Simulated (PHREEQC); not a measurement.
Na2CO3 is added in steps, without added water, to 1 kg of water holding 0.012 mol/kgw KH2PO4 and 0.00011 mol/kgw Na2SO4, at 25 °C. Oxygen alone is held at its pressure in air (log pO2 = -0.68). No CO2 enters from the air. Precipitation was switched off in this run.

Base run: PHREEQC, ion-association model, wateq4f.dat. Each further column changes one thing. The table gives pH.

| Na2CO3 added (mol) | base | metal-ligand complexes left out | Davies equation for every ion | Debye-Hückel limiting law | all activity coefficients set to 1 |
|---|---|---|---|---|---|
| 0 | 4.70 | 4.71 | 4.70 | 4.69 | 4.78 |
| 0.002125 | 6.53 | 6.54 | 6.53 | 6.50 | 6.68 |
| 0.00425 | 6.87 | 6.88 | 6.87 | 6.83 | 7.04 |
| 0.005313 | 7.01 | 7.02 | 7.01 | 6.97 | 7.19 |
| 0.007437 | 7.29 | 7.30 | 7.29 | 7.23 | 7.48 |
| 0.009562 | 7.64 | 7.65 | 7.63 | 7.57 | 7.84 |
| 0.01169 | 8.34 | 8.37 | 8.34 | 8.27 | 8.54 |
| 0.01275 | 8.88 | 8.95 | 8.87 | 8.80 | 9.06 |
| 0.01487 | 9.36 | 9.45 | 9.35 | 9.28 | 9.53 |
| 0.017 | 9.58 | 9.67 | 9.57 | 9.49 | 9.75 |

H3PO4, which wateq4f.dat lacks, is added to it with the constant of phreeqc.dat.
